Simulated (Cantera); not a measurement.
A closed system holds: 1 mol CH₄, 0.18 mol CO₂, at 950 K and 0.0133 bar.

Method: chemical equilibrium by Gibbs-energy minimisation in Cantera with the NASA 1993 tables (ideal gas, pure condensed phases). Candidate condensed phases: C, C₆H₆, C₇H₈, C₈H₁₈, H₂O; 110 gas species. Rates play no part.

Base state: H₂ 0.846, CO 0.151, CH₄ 0.00160, H₂O 0.00159, CO₂ 0.000505 (mole fractions); condensed: C(graphite).

### Question
What changes in the equilibrium state with this change: temperature from 950 K to 1998 K?

### Answer
| species | before | after |
|---|---|---|
| H₂ | 0.846 | 0.835 |
| CO | 0.151 | 0.152 |
| H | 4.43e-9 | 0.0127 |
| CH₄ | 0.00160 | 3.97e-6 |
| C₂H₂ (acetylene) | <1e-9 | 0.000633 |
| CO₂ | 0.000505 | 7.91e-9 |
| H₂O | 0.00159 | 1.99e-7 |
| C(graphite), mol | 0.821 | 0.817 |
